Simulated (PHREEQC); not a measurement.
Dissolve 0.003 mol/kgw HF, 0.00057 mol/kgw H2SiF6, 3.1e-05 mol/kgw HBF4 and 0.00033 mol/kgw HCl at 25 °C. Closed to the air; pH follows from the charge balance.

Computed with PHREEQC (ion-association model, wateq4f.dat).

No solid was allowed to form.

Estimate the pH, ionic strength.

pH 2.68; ionic strength 0.00274 mol/kgw.

In which forms is Si present?

SiF6-2 90 %, H4SiO4 9.6 % of the Si.

Species that the database lacks are ignored. SiF6-2 is the database's only silicon fluoride. Real BF4- forms and hydrolyses slowly; the run takes it at equilibrium.
